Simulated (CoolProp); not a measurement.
Vapour-liquid equilibrium of cyclohexane (1) + n-nonane (2) at 334 K; x and y are mole fractions of (1).

Values from CoolProp's multi-fluid Helmholtz-energy mixture model, Zhou 2014 and Lemmon 2006; pair parameters Bell 2016.

```
x     bubble pressure, mixture model (kPa)  bubble pressure, Raoult's law (kPa)  y, mixture model  y, Raoult's law
----  ------------------------------------  -----------------------------------  ----------------  ---------------
0.05                                 6.868                                6.610             0.424            0.405
0.2                                  14.21                                14.01             0.761            0.763
0.35                                 21.09                                21.41             0.866            0.874
0.5                                  28.09                                28.81             0.922            0.928
0.65                                 35.44                                36.21             0.956            0.960
0.8                                  43.13                                43.61             0.980            0.981
0.95                                 50.92                                51.02             0.996            0.996
```

The largest gap from Raoult's law is +3.9 % in bubble pressure, at x = 0.05. No azeotrope shows between x = 0.05 and 0.95.

The pair parameters rest on a limited set of measurements; away from them the model extrapolates. The gap from Raoult's law changes sign with composition, which may be real or a fault of the pair parameters; it wasn't checked against measurements.
